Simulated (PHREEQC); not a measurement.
# Brine

Make-up at 25 °C: 1.4 mol CaCl2 and 0.0066 mol Na2B4O7 per kg of water. Closed to the air; pH follows from the charge balance.

All values are PHREEQC results (Pitzer model, pitzer.dat), not measurements.

The pH comes out as 7.39 and the ionic strength is 4.19 mol/kgw. The activity of water is 0.914. The density comes out as 1.115 g/cm³ and the osmotic coefficient is 1.176. The total alkalinity is 13.2 meq/kg.

| species | molality | activity | log γ |
|---|---|---|---|
| Cl- | 2.80 | 1.62 | -0.236 |
| Ca+2 | 1.39 | 0.839 | -0.219 |
| Na+ | 0.0132 | 0.0154 | 0.068 |
| B(OH)3 | 0.0131 | 0.0218 | 0.220 |
| CaB(OH)4+ | 0.0104 | 0.0107 | 0.013 |
| B(OH)4- | 0.00277 | 0.000285 | -0.987 |
| B3O3(OH)4- | 3.17e-5 | 9.12e-6 | -0.542 |
| B4O5(OH)4-2 | 6.33e-6 | 1.34e-8 | -2.675 |
| OH- | 4.14e-6 | 2.30e-7 | -1.256 |

No solid was allowed to form. In brines, pH and single-ion activities rest on the MacInnes convention.
